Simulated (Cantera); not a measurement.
Input: 1 mol MgO, 15 mol CO, 1.2 mol H2, equilibrated at 10.0 mbar.

Equilibrium computed with Cantera from the NASA thermochemical tables; the gas is ideal and each condensed phase is pure. Candidate condensed phases: C, C6H6, C7H8, C8H18, H2O, Mg, MgCO3, MgO, Mg(OH)2; 116 gas species. Kinetics and transport are ignored.

Question: Which condensed phases are stable at each of these points (T (K)): 1548, 1623, 1698, 1773, 1848, 1923, 1998, 2073, 2148, 2223?

Answer: 
```
T (K)  condensed phases  Mg condensed (%)
-----  ----------------  ----------------
1548             MgO(s)              99.4
1623             MgO(s)              98.6
1698             MgO(s)              97.1
1773             MgO(s)              94.3
1848             MgO(s)              89.3
1923             MgO(s)              80.9
1998             MgO(s)              67.5
2073             MgO(s)              46.8
2148             MgO(s)              16.3
2223           gas only               0.0
```

From 1548 K to 2148 K the condensed part is MgO(s). At 2223 K nothing is condensed.
